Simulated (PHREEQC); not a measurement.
A solution holds 0.017 mol H2SO4, 0.031 mol AlCl3 and 0.011 mol KCl per kg of water, at 20 °C. Closed to the air; pH follows from the charge balance.

The numbers come from PHREEQC with the ion-association model, phreeqc.dat.

Each row changes one thing in this solution. Precipitation was switched off in this run.

```
case                               pH  ionic strength (mol/kgw)  AlSO4+ (mol/kgw)  SO4-2 (mol/kgw)  HSO4- (mol/kgw)  Al(SO4)2- (mol/kgw)  SI of Gibbsite (Al(OH)3)
-------------------------------  ----  ------------------------  ----------------  ---------------  ---------------  -------------------  ------------------------
as made                          1.60                     0.177            0.0105          0.00303          0.00272             0.000304                     -6.15
0.0098 mol/kgw HBr added         1.49                     0.188            0.0100          0.00294          0.00334             0.000275                     -6.48
KCl left out                     1.60                     0.165            0.0107          0.00295          0.00271             0.000307                     -6.14
KCl from 0.011 to 0.055 mol/kgw  1.60                     0.223            0.0100          0.00331          0.00273             0.000290                     -6.17
temperature from 20 to 80 °C     1.65                     0.180           0.00908          0.00173          0.00567             0.000166                     -3.17
```

At this temperature some constants are extrapolated from 25 °C, and those without enthalpy data are left unchanged.
